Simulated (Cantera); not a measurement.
A perfectly stirred reactor is fed with NH₃ : H₂ = 1 : 9.4 (molar parts), at 0.110 bar; it is held at 2075 K, and followed from long to short residence time.

Computed with Cantera and the gas-phase N/H chemistry of the illustrative SiF4/NH3 mechanism in the Surface Chemkin manual (1991). Walls and surfaces, which speed up NH3 decomposition in real reactors, are not modelled.

Question: What does this change do: temperature 2075 to 2200 K?

Answer: 
```csv
quantity,before,after
x(NH₃) at τ = 0.340 s,0.0302,0.00771
x(H₂) at τ = 0.340 s,0.938,0.947
x(N) at τ = 0.340 s,1.77e-6,6.04e-6
x(N₂) at τ = 0.340 s,0.0299,0.0402
x(NH) at τ = 0.340 s,1.07e-5,1.84e-5
x(NH₃) at τ = 37.0 ms,0.0795,0.0554
x(H₂) at τ = 37.0 ms,0.912,0.923
x(N) at τ = 37.0 ms,1.52e-6,3.99e-6
x(N₂) at τ = 37.0 ms,0.00742,0.0183
x(NH) at τ = 37.0 ms,1.34e-5,2.70e-5
```

Question: What does this change do: pressure from 0.110 bar to 1.01 bar?

Answer: 
| quantity | before | after |
|---|---|---|
| x(NH₃) at τ = 0.340 s | 0.0302 | 0.00933 |
| x(H₂) at τ = 0.340 s | 0.938 | 0.949 |
| x(N) at τ = 0.340 s | 1.77e-6 | 8.19e-7 |
| x(N₂) at τ = 0.340 s | 0.0299 | 0.0395 |
| x(NH) at τ = 0.340 s | 1.07e-5 | 4.31e-6 |
| x(NH₃) at τ = 37.0 ms | 0.0795 | 0.0397 |
| x(H₂) at τ = 37.0 ms | 0.912 | 0.933 |
| x(N) at τ = 37.0 ms | 1.52e-6 | 1.16e-6 |
| x(N₂) at τ = 37.0 ms | 0.00742 | 0.0256 |
| x(NH) at τ = 37.0 ms | 1.34e-5 | 8.82e-6 |
